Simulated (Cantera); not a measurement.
A Cantera script and its output.

```python
import numpy as np
import cantera as ct

gas = ct.Solution("gri30.yaml")


def delay(T, t_max=10):
    gas.TPX = T, 940000, {'CH4': 1, 'CO': 0.047, 'O2': 1.26, 'N2': 4.76}
    reactor = ct.IdealGasReactor(gas, clone=False)
    net = ct.ReactorNet([reactor])
    net.rtol, net.atol = 1e-8, 1e-16
    while net.time < t_max:
        t_old, T_old = net.time, reactor.T
        net.step()
        if reactor.T > T + 400:  # ignition: a rise of 400 K
            return t_old + (T + 400 - T_old) / (reactor.T - T_old) * (net.time - t_old)
    return np.nan


taus = []
for T in [1250, 1300, 1350, 1400, 1450, 1500, 1550]:
    taus.append(delay(T))
    print(f"T0 = {T:6g} K   tau = {taus[-1]:.4e} s")
```

Result:

```
T0 =   1250 K   tau = 3.5937e-03 s
T0 =   1300 K   tau = 1.9783e-03 s
T0 =   1350 K   tau = 1.1188e-03 s
T0 =   1400 K   tau = 6.4784e-04 s
T0 =   1450 K   tau = 3.8312e-04 s
T0 =   1500 K   tau = 2.3101e-04 s
T0 =   1550 K   tau = 1.4195e-04 s
```

Model: GRI-Mech 3.0 (53 species, 325 reactions), integrated in Cantera.
